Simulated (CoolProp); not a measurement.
Values from CoolProp's reference Helmholtz-energy equation of state, Wagner 2002.

Q: For water, give the phase and the cp (kJ/(kg K)), cv (kJ/(kg K)), speed of sound (m/s), conductivity (mW/(m K)) at 214.05 °C and 90.1 kPa; 723.05 °C and 11.5 kPa; 544.95 °C and 952 kPa.

A: 
- 214.05 °C and 90.1 kPa: gas; cp 1.97, cv 1.50, speed of sound 542, conductivity 34.8
- 723.05 °C and 11.5 kPa: gas; cp 2.29, cv 1.83, speed of sound 759, conductivity 95.3
- 544.95 °C and 952 kPa: gas; cp 2.19, cv 1.71, speed of sound 691, conductivity 72.8

Thermal conductivity comes from a separate model (Huber 2012).
